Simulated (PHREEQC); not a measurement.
Polishing slurry liquid: an equilibrium model

Dissolve 0.018 mol HNO3, 0.00049 mol Fe(NO3)3 and 0.22 mol CuSO4 per kg of water at 25 °C. Closed to the air; pH follows from the charge balance.

All values are PHREEQC results (ion-association model, phreeqc.dat), not measurements.

No solid was allowed to form.

Task: What pH, activity of water does the model give?

Result: pH 2.36; activity of water 0.994.

Task: In which forms is Fe present?

Result: FeSO4+ 66 %, Fe(SO4)2- 29 %, Fe+3 2.1 %, FeHSO4+2 1.9 %, FeOH+2 1.3 % of the Fe.

Examples of supersaturated solids here: Hematite (slow to form), Goethite (slow to form). Others may be too.
